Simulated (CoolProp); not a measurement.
Vapour-liquid equilibrium of ethylbenzene (1) + o-xylene (2) at 279.05 °C; x and y are mole fractions of (1).

Model: multi-fluid Helmholtz-energy mixture model, Zhou 2012 and Zhou 2012; pair parameters Bell 2016, in CoolProp.

```tsv
x	bubble pressure (bar)	y at the bubble point	dew pressure at overall composition x (bar)	liquid density (mol/L)
0.05	13.79	0.054	13.78	5.701
0.15	13.99	0.162	13.97	5.675
0.25	14.20	0.269	14.16	5.649
0.35	14.41	0.373	14.37	5.623
0.45	14.63	0.474	14.58	5.598
0.55	14.84	0.573	14.79	5.575
0.65	15.05	0.670	15.01	5.552
0.75	15.25	0.766	15.22	5.531
0.85	15.44	0.860	15.42	5.512
0.95	15.61	0.953	15.60	5.494
```

No azeotrope shows between x = 0.05 and 0.95.

The pair parameters rest on a limited set of measurements; away from them the model extrapolates.
